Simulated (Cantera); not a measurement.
A perfectly stirred reactor is fed with H₂ : O₂ : N₂ : H₂O = 1 : 0.294 : 0.971 : 0.14 (molar parts), equivalence ratio 1.7, at 233 Torr; it is adiabatic with a 675 K inlet, and is followed from long to short residence time, starting on the burning branch (τ in s: 0.29, 0.14, 0.069, 0.034, 0.016, 0.0079, 0.0038, 0.0019, 0.00091, 0.00044, 0.00021, 0.0001, 5e-05).

Cantera simulation using the H2/O2 subset of GRI-Mech 3.0, which has no nitrogen chemistry; the numbers are that mechanism's predictions, not measurements.

x: mole fraction; the columns are a selection and need not sum to one.

| τ (s) | T (K) | x H₂ | x O₂ | x H₂O | x HO₂ | x OH | x H₂O₂ |
|---|---|---|---|---|---|---|---|
| 0.29 | 2356 | 0.190 | 0.000126 | 0.338 | 5.39e-8 | 0.00374 | 1.15e-8 |
| 0.14 | 2346 | 0.189 | 0.000158 | 0.337 | 6.60e-8 | 0.00410 | 1.33e-8 |
| 0.069 | 2327 | 0.188 | 0.000220 | 0.336 | 8.79e-8 | 0.00469 | 1.65e-8 |
| 0.034 | 2297 | 0.187 | 0.000336 | 0.334 | 1.26e-7 | 0.00560 | 2.17e-8 |
| 0.016 | 2247 | 0.184 | 0.000562 | 0.330 | 1.90e-7 | 0.00689 | 3.06e-8 |
| 0.0079 | 2182 | 0.181 | 0.000924 | 0.326 | 2.80e-7 | 0.00826 | 4.44e-8 |
| 0.0038 | 2094 | 0.176 | 0.00151 | 0.320 | 4.20e-7 | 0.00956 | 6.94e-8 |
| 0.0019 | 1993 | 0.171 | 0.00232 | 0.314 | 6.22e-7 | 0.0104 | 1.13e-7 |
| 0.00091 | 1868 | 0.165 | 0.00349 | 0.307 | 9.56e-7 | 0.0105 | 2.01e-7 |
| 0.00044 | 1734 | 0.158 | 0.00507 | 0.300 | 1.49e-6 | 0.00978 | 3.61e-7 |
| 0.00021 | (withheld) | 0.153 | 0.00756 | 0.292 | 2.51e-6 | 0.00831 | 6.11e-7 |
| 0.00010 | (withheld) | 0.155 | 0.0128 | 0.279 | 4.94e-6 | 0.00636 | 8.44e-7 |
| 5.0e-5 | (withheld) | 0.186 | 0.0277 | 0.248 | 1.23e-5 | 0.00426 | 9.13e-7 |

Problem. Complete the blanks.

Solution. 
- 0.00021, T (K): 1592
- 0.00010, T (K): 1446
- 5.0e-5, T (K): 1295
